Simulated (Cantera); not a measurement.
Ignition delay

Mixture: 15.2 % CH4, 17.9 % O2, 67.0 % N2, equivalence ratio 1.7, at 2.10 bar, adiabatic and at constant pressure. Ignition delay is the time to a rise of 400 K.

Cantera simulation using GRI-Mech 3.0 (53 species, 325 reactions); the numbers are that mechanism's predictions, not measurements.

```json
[
 {"T0 (K)": "1200", "delay (ms)": "31.4"},
 {"T0 (K)": "1300", "delay (ms)": "8.46"},
 {"T0 (K)": "1400", "delay (ms)": "2.54"},
 {"T0 (K)": "1500", "delay (ms)": "0.843"},
 {"T0 (K)": "1600", "delay (ms)": "0.313"},
 {"T0 (K)": "1700", "delay (ms)": "0.132"},
 {"T0 (K)": "1800", "delay (ms)": "0.0629"},
 {"T0 (K)": "1900", "delay (ms)": "0.0336"},
 {"T0 (K)": "2000", "delay (ms)": "0.0196"},
 {"T0 (K)": "2100", "delay (ms)": "0.0123"}
]
```

```json
{
 "apparent activation energy between 1900 and 2100 K": "170 kJ/mol"
}
```
